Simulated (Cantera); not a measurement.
Predominance diagram of Ba at 1275 K against the partial pressures of O2 and H2O (log10, bar). Cantera with NASA thermochemical tables; ideal gases at 1 bar, condensed phases pure. Candidates: Ba(l), BaO(s), Ba(OH)2(l). Only these pure phases compete in this equilibrium. Not in the tables: the peroxide.

**Question.** Which phase is stable at these pairs, and which metal-bearing vapour leads over it? (1, -3.3); (-5.7, -5); (-10.2, -5.9); (-1.2, -9.3); (-16.8, -9.3); (-19.1, -3.3); (-10.2, -11)

**Answer.** 
| log p(O2) | log p(H2O) | phase | chief vapour | log p (bar) |
|---|---|---|---|---|
| 1 | -3.3 | BaO(s) | Ba(OH)2 | -7.3 |
| -5.7 | -5 | BaO(s) | Ba(OH)2 | -9.0 |
| -10.2 | -5.9 | BaO(s) | Ba(OH)2 | -9.9 |
| -1.2 | -9.3 | BaO(s) | Ba(OH)2 | -13.3 |
| -16.8 | -9.3 | BaO(s) | Ba | -11.5 |
| -19.1 | -3.3 | BaO(s) | Ba(OH)2 | -7.3 |
| -10.2 | -11 | BaO(s) | BaOH | -14.3 |
